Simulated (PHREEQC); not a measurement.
Consider water at 20 °C with 0.0096 mol NaAlO2 and 4.9e-05 mol MnSO4 per kg of water. Closed to the air; pH follows from the charge balance.

Model: ion-association model, phreeqc.dat, run in PHREEQC.

```yaml
pH: 8.89
ionic_strength: 0.00979 mol/kgw
total_alkalinity: 38.4 meq/kg
```

```csv
species,molality,activity,log γ
Na+,0.00960,0.00869,-0.043
Al(OH)4-,0.00959,0.00868,-0.044
Mn+2,4.84e-5,3.29e-5,-0.168
SO4-2,4.73e-5,3.18e-5,-0.173
Al(OH)3,6.24e-6,6.26e-6,0.001
OH-,5.94e-6,5.35e-6,-0.045
NaSO4-,1.48e-6,1.34e-6,-0.043
MnOH+,4.82e-7,4.37e-7,-0.043
MnSO4,1.68e-7,1.69e-7,0.001
```

This is a speciation only: nothing precipitates in the calculation. The solution is supersaturated, for example in Al(OH)3(a), Gibbsite (slow to form), so a real one may precipitate; this is no full list.
